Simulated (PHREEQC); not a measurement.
0.013 g of hydrous ferric oxide (600 m²/g; 0.2 weak and 0.005 strong sites per Fe, Dzombak-Morel constants, diffuse double layer) in 1 kg of water with 0.3 mol/kgw of an inert sodium salt and 8.9e-08 mol/kgw ZnSO4, at 25 °C; the pH is set by adding NaOH or the inert anion's acid. Oxygen is held at 0.21 atm. No CO2 enters from the air. Precipitation was switched off in this run.

Base run: PHREEQC, ion-association model, wateq4f.dat. Each further column changes one thing. The table gives Zn sorbed (%).

```tsv
pH	base	no electrostatic term (-no_edl)	background salt from 0.3 to 0.03 mol/kgw	oxide from 0.013 to 0.065 g/kgw	5.4e-05 mol/kgw Na2HAsO4 added
4	0.0	0.0	0.0	0.0	0.0
5	0.1	0.1	0.1	0.4	0.1
6.5	25.3	47.4	27.9	63.3	(withheld)
7.5	94.2	97.3	96.0	98.9	(withheld)
8.5	99.8	99.7	99.9	100.0	100.0
9.5	99.9	97.3	99.9	100.0	100.0
11	98.7	(withheld)	99.7	99.8	(withheld)
12	42.9	0.0	(withheld)	(withheld)	44.1
```

Question: Some entries are withheld; supply them.

Answer: 
- 6.5, 5.4e-05 mol/kgw Na2HAsO4 added: 48.8
- 7.5, 5.4e-05 mol/kgw Na2HAsO4 added: 98.6
- 11, no electrostatic term (-no_edl): 3.5
- 11, 5.4e-05 mol/kgw Na2HAsO4 added: 99.1
- 12, background salt from 0.3 to 0.03 mol/kgw: 92.5
- 12, oxide from 0.013 to 0.065 g/kgw: 79.6

 The database has no arsenate complexes of Zn.
